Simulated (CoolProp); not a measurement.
Model: reference Helmholtz-energy equation of state, Lemmon 2006, in CoolProp. It is a short technical equation, of lower accuracy than the large ones.

Task: Give the vapour pressure (kPa), liquid density (kg/m³), vapour density (kg/m³), enthalpy of vaporisation (kJ/kg) of saturated R141b at 393.9 K.

Result: 
```tsv
T (K)	p (kPa)	liquid density (kg/m³)	vapour density (kg/m³)	enthalpy of vaporisation (kJ/kg)
393.9	1050	1020	46.2	170
```
